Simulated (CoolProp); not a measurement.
A Linde-Hampson liquefier for dry air: isothermal reversible compression at 230 K from 1 atm to 20 MPa, throttling to 1 atm, return gas leaving the recuperator 0 K below the feed. Each further row changes one setting.

The numbers come from the reference Helmholtz-energy equation of state, Lemmon 2000 in CoolProp. It is a pseudo-pure fit of the blend.

```csv
case,liquid yield per pass,compression work (kJ/kg of gas)
as stated,0.174,337
high pressure 40 MPa,0.210,384
warm-end temperature 260 K,0.123,388
warm-end gap 5 K,0.162,337
```
